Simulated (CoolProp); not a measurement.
Vapour-liquid equilibrium of n-octane (1) + o-xylene (2) at 212.15 °C; x and y are mole fractions of (1).

Values from CoolProp's multi-fluid Helmholtz-energy mixture model, Beckmüller 2019 and Zhou 2012; pair parameters Bell 2016.

**Question.** Give the bubble pressure and the first vapour's composition at x = 0.45, 0.65, 0.85. Is there an azeotrope?

**Answer.** x = 0.45: 0.5691 MPa, y = 0.533; x = 0.65: 0.6138 MPa, y = 0.716; x = 0.85: 0.6569 MPa, y = 0.882. No azeotrope shows between x = 0.05 and 0.95.

The pair parameters rest on a limited set of measurements; away from them the model extrapolates.
